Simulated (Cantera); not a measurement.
Input (Python, Cantera):

```python
import numpy as np
import cantera as ct

gas = ct.Solution("gri30.yaml")


def delay(T, t_max=10):
    gas.TPX = T, 2200000, {'CH4': 1, 'O2': 1.43, 'N2': 5.37, 'H2O': 1.2}
    reactor = ct.IdealGasConstPressureReactor(gas, clone=False)
    net = ct.ReactorNet([reactor])
    net.rtol, net.atol = 1e-8, 1e-16
    while net.time < t_max:
        t_old, T_old = net.time, reactor.T
        net.step()
        if reactor.T > T + 400:  # ignition: a rise of 400 K
            return t_old + (T + 400 - T_old) / (reactor.T - T_old) * (net.time - t_old)
    return np.nan


taus = []
for T in [1100, 1150, 1200, 1250, 1300, 1350, 1400]:
    taus.append(delay(T))
    print(f"T0 = {T:6g} K   tau = {taus[-1]:.4e} s")
```

Output:

```
T0 =   1100 K   tau = 8.4541e-03 s
T0 =   1150 K   tau = 4.2952e-03 s
T0 =   1200 K   tau = 2.3341e-03 s
T0 =   1250 K   tau = 1.3385e-03 s
T0 =   1300 K   tau = 8.0008e-04 s
T0 =   1350 K   tau = 4.9324e-04 s
T0 =   1400 K   tau = 3.1079e-04 s
```

Model: GRI-Mech 3.0 (53 species, 325 reactions), integrated in Cantera. The pressure lies above the range GRI-Mech 3.0 was tuned for (to about 10 atm).
